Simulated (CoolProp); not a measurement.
R142b along the isobar 0.496 MPa: density (kg/m³) from the reference equation and from simpler models built on Tc = 137.1 °C, pc = 4.055 MPa, ω = 0.232; each cubic takes its own stable root.

Computed with CoolProp (reference Helmholtz-energy equation of state, Lemmon 2006). It is a short technical equation, of lower accuracy than the large ones.

| T (°C) | phase | reference |
|---|---|---|
| 40.85 | gas | 21.62 |
| 58.15 | gas | 19.97 |
| 75.45 | gas | 18.64 |
| 92.85 | gas | 17.51 |
| 110.15 | gas | 16.55 |
| 127.55 | gas | 15.70 |
| 144.85 | gas | 14.95 |
| 162.15 | gas | 14.28 |
| 179.55 | gas | 13.66 |
| 196.85 | gas | 13.11 |

How far does each simpler model (ideal gas, van der Waals, Soave-Redlich-Kwong, Peng-Robinson) lie from the reference over these 10 states: mean and median of the absolute difference, and the worst?


- ideal gas: mean 5.9 %, median 5.1 %, worst -11.7 % at 40.85 °C and 0.496 MPa
- van der Waals: mean 1.5 %, median 0.9 %, worst -4.7 % at 40.85 °C and 0.496 MPa
- Soave-Redlich-Kwong: mean 0.3 %, median 0.1 %, worst -1.4 % at 40.85 °C and 0.496 MPa
- Peng-Robinson: mean 0.4 %, median 0.4 %, worst -0.8 % at 40.85 °C and 0.496 MPa
